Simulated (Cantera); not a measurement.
Stirred combustor or abatement burner

A perfectly stirred reactor is fed with CO : H2 : CH4 : O2 : N2 : H2O = 1 : 0.14 : 0.17 : 1.02 : 5.7 : 0.99 (molar parts), equivalence ratio 0.89, at 100000 Pa; it is adiabatic with a 600 K inlet, and is followed from long to short residence time, starting on the burning branch (τ in s: 0.2, 0.099, 0.048, 0.023, 0.011, 0.0055, 0.0027, 0.0013, 0.00063, 0.00031, 0.00015, 7.2e-05).

Cantera simulation using GRI-Mech 3.0 (53 species, 325 reactions); the numbers are that mechanism's predictions, not measurements.

| τ (s) | T (K) | x CO | x H2 | x CH4 | x C2H4 | x OH |
|---|---|---|---|---|---|---|
| 0.20 | 1956 | 0.00277 | 0.000762 | 1.21e-6 | 4.28e-11 | 0.00171 |
| 0.099 | 1946 | 0.00378 | 0.00104 | 1.97e-6 | 9.63e-11 | 0.00201 |
| 0.048 | 1930 | 0.00527 | 0.00146 | 3.18e-6 | 2.01e-10 | 0.00239 |
| 0.023 | 1908 | 0.00734 | 0.00206 | 5.16e-6 | 3.96e-10 | 0.00286 |
| 0.011 | 1879 | 0.0100 | 0.00286 | 8.46e-6 | 7.49e-10 | 0.00338 |
| 0.0055 | 1844 | 0.0131 | 0.00380 | 1.37e-5 | 1.35e-9 | 0.00389 |
| 0.0027 | 1799 | 0.0169 | 0.00494 | 2.29e-5 | 2.54e-9 | 0.00437 |
| 0.0013 | 1742 | 0.0216 | 0.00622 | 4.07e-5 | 5.22e-9 | 0.00473 |
| 0.00063 | 1672 | 0.0278 | 0.00743 | 7.77e-5 | 1.22e-8 | 0.00484 |
| 0.00031 | 1581 | 0.0372 | 0.00821 | 0.000170 | 3.62e-8 | 0.00447 |
| 0.00015 | 600 | 0.111 | 0.0155 | 0.0188 | <1e-12 | <1e-12 |
| 7.2e-5 | 600 | 0.111 | 0.0155 | 0.0188 | <1e-12 | <1e-12 |
x: mole fraction; the columns are a selection and need not sum to one.
